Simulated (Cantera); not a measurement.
Charge: 1 mol SiCl₄, 0.11 mol HCl, 15 mol H₂, held at 1775 K and 2.30 mbar.

Cantera equilibrium calculation (NASA polynomials, part measured and part estimated; ideal gas, pure solids and liquids). Candidate condensed phases: Si; 19 gas species. The tables' values for SiCl, SiCl₃ are old estimates; treat these amounts as uncertain. Gases not in the tables: Si₂H₆ and higher silanes. The numbers say what is thermodynamically allowed, not how fast it happens.

Base state: H₂ 0.811, HCl 0.124, SiCl₂ 0.0564, H 0.00544, Si 0.000881, Cl 0.000641, SiCl 0.000587, SiCl₃ 0.000211 (mole fractions); condensed: gas only.

What changes in the equilibrium state with this change: temperature from 1775 K to 1425 K?


```json
[
 {"species": "H₂", "before": "0.811", "after": "0.819"},
 {"species": "HCl", "before": "0.124", "after": "0.123"},
 {"species": "SiCl₂", "before": "0.0564", "after": "0.0559"},
 {"species": "H", "before": "0.00544", "after": "0.000129"},
 {"species": "SiCl₃", "before": "0.000211", "after": "0.00151"},
 {"species": "Si", "before": "0.000881", "after": "7.00e-7"},
 {"species": "SiH", "before": "4.67e-5", "after": "1.35e-7"},
 {"species": "Si(s), mol", "before": "0", "after": "0.0141"}
]
```
The tables' values for SiCl₃ are old estimates; treat these amounts as uncertain.

What changes in the equilibrium state with this change: temperature from 1775 K to 2100 K?


```csv
species,before,after
H₂,0.811,0.723
HCl,0.124,0.157
H,0.00544,0.0553
Si,0.000881,0.0223
SiCl₂,0.0564,0.0282
Si₂,4.55e-6,0.000112
Cl,0.000641,0.00885
```

What changes in the equilibrium state with this change: H₂ from 15 to 150 mol?


```
species       before     after
----------  --------  --------
H₂             0.811     0.968
HCl            0.124    0.0231
H            0.00544   0.00594
SiCl₂         0.0564   0.00177
SiCl₃       0.000211   1.13e-6
Cl          0.000641  0.000109
SiCl        0.000587  0.000108
SiH₂         1.87e-5   2.42e-5
Si(l), mol         0     0.552
```
The tables' values for SiCl are old estimates; treat these amounts as uncertain.
